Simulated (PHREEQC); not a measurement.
Dissolve 0.36 mol/kgw MgSO4, 0.15 mol/kgw K2SO4 and 6.1e-05 mol/kgw H4SiO4 at 85 °C. Closed to the air; pH follows from the charge balance.

All values are PHREEQC results (Pitzer model, pitzer.dat), not measurements.

```json
[
 {"quantity": "pH", "before": "6.24", "after": "6.82"},
 {"quantity": "HSO4- (mol/kgw)", "before": "1.30e-5", "after": "3.34e-6"},
 {"quantity": "H3SiO4- (mol/kgw)", "before": "2.39e-7", "after": "4.49e-7"},
 {"quantity": "SI of Arcanite (K2SO4)", "before": "-1.83", "after": "-1.72"},
 {"quantity": "SI of SiO2(a) (SiO2)", "before": "-1.92", "after": "-1.97"}
]
```

Problem. Name the change that produced these shifts.
(A) H4SiO4 from 6.1e-05 to 0.000305 mol/kgw
(B) K2SO4 from 0.15 to 0.075 mol/kgw
(C) 0.012 mol/kgw NaHCO3 added
(D) MgSO4 left out
(E) MgSO4 replaced by Na2SO4 at the same molality

Solution. D, MgSO4 left out

This is a speciation only: nothing precipitates in the calculation. In brines, pH and single-ion activities rest on the MacInnes convention. Constants without temperature data keep their 25 °C values here.
